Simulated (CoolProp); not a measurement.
R114 along the isobar 6.59 bar: Z from the reference equation and from simpler models built on Tc = 420.6 K, pc = 33.52 bar, ω = 0.252; each cubic takes its own stable root.

Values from CoolProp's reference Helmholtz-energy equation of state, Platzer 1990. This equation is an older, rougher fit; its heat capacities, sound speeds and derivatives of the liquid may be far off and weren't checked against measurements.

```json
[
 {"T (K)": "300.4", "phase": "liquid", "reference": "0.03111", "van der Waals": "0.8511", "Redlich-Kwong": "0.03369"},
 {"T (K)": "318.6", "phase": "liquid", "reference": "0.03057", "van der Waals": "0.8730", "Redlich-Kwong": "0.03351"},
 {"T (K)": "336.7", "phase": "liquid", "reference": "0.03034", "van der Waals": "0.8904", "Redlich-Kwong": "0.8589"},
 {"T (K)": "354.9", "phase": "gas", "reference": "0.8695", "van der Waals": "0.9045", "Redlich-Kwong": "0.8809"},
 {"T (K)": "373", "phase": "gas", "reference": "0.8919", "van der Waals": "0.9161", "Redlich-Kwong": "0.8982"},
 {"T (K)": "391.2", "phase": "gas", "reference": "0.9092", "van der Waals": "0.9258", "Redlich-Kwong": "0.9122"},
 {"T (K)": "409.3", "phase": "gas", "reference": "0.9228", "van der Waals": "0.9340", "Redlich-Kwong": "0.9237"},
 {"T (K)": "427.4", "phase": "gas", "reference": "0.9338", "van der Waals": "0.9410", "Redlich-Kwong": "0.9333"},
 {"T (K)": "445.6", "phase": "gas", "reference": "0.9430", "van der Waals": "0.9471", "Redlich-Kwong": "0.9414"},
 {"T (K)": "463.7", "phase": "gas", "reference": "0.9507", "van der Waals": "0.9523", "Redlich-Kwong": "0.9482"},
 {"T (K)": "481.9", "phase": "gas", "reference": "0.9572", "van der Waals": "0.9569", "Redlich-Kwong": "0.9541"},
 {"T (K)": "500", "phase": "gas", "reference": "0.9628", "van der Waals": "0.9609", "Redlich-Kwong": "0.9591"}
]
```

At some of these states van der Waals, Redlich-Kwong gives the other phase, because its saturation line lies elsewhere.
